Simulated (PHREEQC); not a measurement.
# Leach liquor: speciation

Make-up at 55 °C: 0.034 mol/kgw HCl and 0.00029 mol/kgw CuSO4. Closed to the air; pH follows from the charge balance.

Equilibrium calculation in PHREEQC: ion-association model, phreeqc.dat.

This is a speciation only: nothing precipitates in the calculation.

Problem. What pH, specific conductance does the model give?

Solution. pH 1.54; specific conductance 22500 µS/cm.

Problem. In which forms is Cu present?

Solution. Cu+2 85 %, CuCl+ 15 % of the Cu.

Constants without temperature data keep their 25 °C values here.
